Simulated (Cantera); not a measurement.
Charge: 1 mol MgCO3, 1.4 mol CO2, 0.39 mol H2O, equilibrated at 5030 Torr.

Method: chemical equilibrium by Gibbs-energy minimisation in Cantera with the NASA 1993 tables (ideal gas, pure condensed phases). Candidate condensed phases: C, C6H6, C7H8, C8H18, H2O, Mg, MgCO3, MgO, Mg(OH)2; 116 gas species. Equilibrium is a limit: real reactors are often held back by kinetics, nucleation or transport.

x: gas mole fraction; n: condensed amount in mol.

| T (K) | x CO2 | x H2O | x CO | x O2 | x OH | x H2 | n MgO(s) |
|---|---|---|---|---|---|---|---|
| 850 | 0.860 | 0.140 | 1.50e-9 | 1.11e-9 | (withheld) | 7.43e-10 | 1.00 |
| 950 | 0.860 | 0.140 | 2.61e-8 | 1.67e-8 | (withheld) | 7.61e-9 | 1.00 |
| 1050 | 0.860 | 0.140 | 2.60e-7 | 1.54e-7 | (withheld) | 4.98e-8 | 1.00 |
| 1150 | 0.860 | 0.140 | 1.73e-6 | 9.68e-7 | (withheld) | 2.36e-7 | 1.00 |
| 1250 | 0.860 | 0.140 | 8.40e-6 | 4.56e-6 | (withheld) | 8.72e-7 | 1.00 |
| 1350 | 0.860 | 0.140 | 3.22e-5 | 1.71e-5 | (withheld) | 2.66e-6 | 1.00 |
| 1450 | 0.860 | 0.140 | 0.000102 | 5.35e-5 | (withheld) | 6.99e-6 | 1.00 |
| 1550 | 0.860 | 0.140 | 0.000279 | 0.000144 | (withheld) | 1.62e-5 | 1.00 |
| 1650 | 0.859 | 0.140 | 0.000674 | 0.000345 | (withheld) | 3.41e-5 | 1.000 |
| 1750 | 0.858 | 0.140 | 0.00147 | 0.000744 | (withheld) | 6.59e-5 | 1.000 |
| 1850 | 0.856 | 0.139 | 0.00293 | 0.00147 | (withheld) | 0.000119 | 1.000 |
| 1950 | 0.852 | 0.139 | 0.00544 | 0.00272 | (withheld) | 0.000202 | 1.000 |
| 2050 | 0.846 | 0.138 | 0.00947 | 0.00471 | (withheld) | 0.000325 | 1.000 |
| 2150 | 0.837 | 0.137 | 0.0156 | 0.00771 | (withheld) | 0.000501 | 1.000 |

### Question
What belongs in the gaps?

### Answer

- 850, x OH: 2.30e-11
- 950, x OH: 5.08e-10
- 1050, x OH: 6.27e-9
- 1150, x OH: 5.02e-8
- 1250, x OH: 2.88e-7
- 1350, x OH: 1.28e-6
- 1450, x OH: 4.63e-6
- 1550, x OH: 1.42e-5
- 1650, x OH: 3.79e-5
- 1750, x OH: 9.05e-5
- 1850, x OH: 0.000197
- 1950, x OH: 0.000394
- 2050, x OH: 0.000735
- 2150, x OH: 0.00129
